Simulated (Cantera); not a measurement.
# Ignition delay

Mixture: CH₄ : O₂ : N₂ : H₂O = 1 : 1 : 3.76 : 0.19 (molar parts), equivalence ratio 2.0, at 0.790 bar, adiabatic and at constant volume. Ignition delay is the time to a rise of 400 K.

Detailed kinetics in Cantera: GRI-Mech 3.0 (53 species, 325 reactions).

| T0 (K) | delay (ms) |
|---|---|
| 1300 | 21.2 |
| 1375 | 8.15 |
| 1450 | 3.33 |
| 1525 | 1.46 |
| 1600 | 0.698 |
| 1675 | 0.362 |
| 1750 | 0.203 |
| 1825 | 0.122 |
| 1900 | 0.0773 |

| Property | Result |
|---|---|
| apparent activation energy between 1750 and 1900 K | 180 kJ/mol |
